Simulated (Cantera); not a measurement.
A closed system holds: 1 mol borazine, 8.1 mol H2, 0.32 mol H2O, equilibrated at 1875 K and 0.000830 bar.

Equilibrium computed with Cantera from the NASA thermochemical tables; the gas is ideal and each condensed phase is pure. Candidate condensed phases: B, BN, B2O3, B3O3H3, H2O; 39 gas species. The feed counts by its element totals alone. Mutual solubility and eutectic melting of coexisting phases are not modelled. The tables' values for BH2 are old estimates; treat these amounts as uncertain. The numbers say what is thermodynamically allowed, not how fast it happens.

Base state: H2 0.933, H 0.0220, N2 0.0194, HBO 0.0176, BO 0.00681, B2O2 0.00110, BH2 0.000203, B2O 7.12e-5 (mole fractions); condensed: B(s) + BN(s).

Q: What changes in the equilibrium state with this change: temperature from 1875 K to 2075 K?

A: 
| species | before | after |
|---|---|---|
| H2 | 0.933 | 0.785 |
| N2 | 0.0194 | 0.109 |
| H | 0.0220 | 0.0819 |
| BO | 0.00681 | 0.0132 |
| HBO | 0.0176 | 0.00933 |
| B | 1.74e-5 | 0.000534 |
| BH | 1.81e-6 | 2.40e-5 |
| B2O2 | 0.00110 | 0.000271 |
| B2O | 7.12e-5 | 0.000233 |
| BH2 | 0.000203 | 0.000556 |
| B(s), mol | 0.141 | 2.66 |
| BN(s), mol | 2.54 | 0 |
